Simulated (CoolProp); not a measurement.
Saturation properties of R245fa.

Computed with CoolProp (reference Helmholtz-energy equation of state, Akasaka 2015).

```csv
T (°C),p (MPa),liquid density (kg/m³),liquid cp (kJ/(kg K)),surface tension (mN/m),liquid viscosity (µPa s)
11.05,0.08610,1376,?,15.4,467
15.45,0.1030,1364,1.295,14.9,442
19.85,0.1224,?,1.305,14.3,420
24.25,0.1445,1340,1.315,13.7,398
28.65,0.1697,1329,1.326,13.2,378
32.95,?,1317,1.336,12.6,?
37.35,0.2295,1304,1.348,12.1,342
41.75,0.2654,1292,1.360,11.5,325
46.15,0.3055,1279,1.372,11.0,309
50.45,0.3490,1266,?,10.4,294
54.85,0.3982,1253,1.398,9.88,280
59.25,?,1239,1.411,9.35,266
63.65,0.5125,1225,1.426,8.82,?
67.95,0.5767,1211,1.441,8.30,241
72.35,0.6484,1197,1.457,?,229
```

Question: Fill in the missing entries.

Answer: 
- 11.05, liquid cp (kJ/(kg K)): 1.285
- 19.85, liquid density (kg/m³): 1352
- 32.95, p (MPa): 0.1975
- 32.95, liquid viscosity (µPa s): 360
- 50.45, liquid cp (kJ/(kg K)): 1.384
- 59.25, p (MPa): 0.4526
- 63.65, liquid viscosity (µPa s): 253
- 72.35, surface tension (mN/m): 7.78

It boils at 15.0 °C under 1 atm.

Viscosity comes from a separate model (Bell 2016), an estimate that may be off by 10 % or more. Surface tension comes from a separate correlation (Mulero 2012).
